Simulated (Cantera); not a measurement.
## Low-pressure radical oxidation in H2/O2

An isothermal, constant-pressure homogeneous reactor starts with 12.3 % H₂, 87.7 % O₂, equivalence ratio 0.070, at 1048 K and 10.00 Torr.

Computed with Cantera and the H2/O2 subset of GRI-Mech 3.0, which has no nitrogen chemistry. Radical loss at walls, strong at low pressure, is not modelled. The temperature is held fixed by assumption; the heat of reaction is taken as removed at once.

```json
[
 {"t (s)": "3.00e-6", "x H₂": "0.123", "x O₂": "0.877", "x HO₂": "1.10e-11", "x H": "1.08e-11", "x H₂O": "<1e-12", "x H₂O₂": "<1e-12", "x OH": "<1e-12"},
 {"t (s)": "1.19e-5", "x H₂": "0.123", "x O₂": "0.877", "x HO₂": "4.37e-11", "x H": "4.16e-11", "x H₂O": "<1e-12", "x H₂O₂": "<1e-12", "x OH": "2.16e-12"},
 {"t (s)": "4.75e-5", "x H₂": "0.123", "x O₂": "0.877", "x HO₂": "1.74e-10", "x H": "1.54e-10", "x H₂O": "1.26e-11", "x H₂O₂": "<1e-12", "x OH": "2.53e-11"},
 {"t (s)": "0.000189", "x H₂": "0.123", "x O₂": "0.877", "x HO₂": "6.97e-10", "x H": "7.36e-10", "x H₂O": "4.87e-10", "x H₂O₂": "<1e-12", "x OH": "2.42e-10"},
 {"t (s)": "0.000754", "x H₂": "0.123", "x O₂": "0.877", "x HO₂": "3.14e-9", "x H": "2.90e-8", "x H₂O": "5.06e-8", "x H₂O₂": "2.42e-12", "x OH": "1.14e-8"},
 {"t (s)": "0.00300", "x H₂": "0.0898", "x O₂": "0.859", "x HO₂": "6.40e-6", "x H": "0.0139", "x H₂O": "0.0242", "x H₂O₂": "2.45e-7", "x OH": "0.00381"},
 {"t (s)": "0.0119", "x H₂": "0.00228", "x O₂": "0.843", "x HO₂": "1.01e-5", "x H": "0.0123", "x H₂O": "0.118", "x H₂O₂": "2.35e-7", "x OH": "0.00295"},
 {"t (s)": "0.0475", "x H₂": "0.000218", "x O₂": "0.867", "x HO₂": "5.36e-6", "x H": "0.000321", "x H₂O": "0.130", "x H₂O₂": "2.41e-7", "x OH": "0.000842"},
 {"t (s)": "0.189", "x H₂": "1.14e-5", "x O₂": "0.869", "x HO₂": "9.38e-7", "x H": "4.14e-6", "x H₂O": "0.131", "x H₂O₂": "1.08e-7", "x OH": "0.000196"},
 {"t (s)": "0.754", "x H₂": "9.48e-7", "x O₂": "0.869", "x HO₂": "1.25e-7", "x H": "1.18e-7", "x H₂O": "0.131", "x H₂O₂": "3.26e-8", "x OH": "6.02e-5"},
 {"t (s)": "3.00", "x H₂": "1.31e-7", "x O₂": "0.869", "x HO₂": "2.13e-8", "x H": "6.78e-9", "x H₂O": "0.131", "x H₂O₂": "9.41e-9", "x OH": "2.33e-5"}
]
```
x: mole fraction; the columns are a selection and need not sum to one.

Equilibrium at this temperature and pressure: H₂ 4.19e-10, O₂ 0.869, HO₂ 2.18e-9, H 1.38e-12, H₂O 0.131, H₂O₂ 7.13e-11, OH 1.36e-6 (gas phase only).
